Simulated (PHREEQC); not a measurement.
Make-up at 20 °C and 100 atm: 0.0014 mol/kgw K2SO4 and 0.00023 mol/kgw CO2. Closed to the air; pH follows from the charge balance.

Computed with PHREEQC (ion-association model, phreeqc.dat).

### Question
The ionic strength comes out as 0.00417 mol/kgw. What activity coefficients do HCO3-, SO4-2, H+, KSO4-, K+ get?

### Answer
HCO3- 0.94, SO4-2 0.76, H+ 0.94, KSO4- 0.94, K+ 0.93.

Precipitation was switched off in this run. Under pressure, the constants of complexes without a molar volume in the database are unreliable.
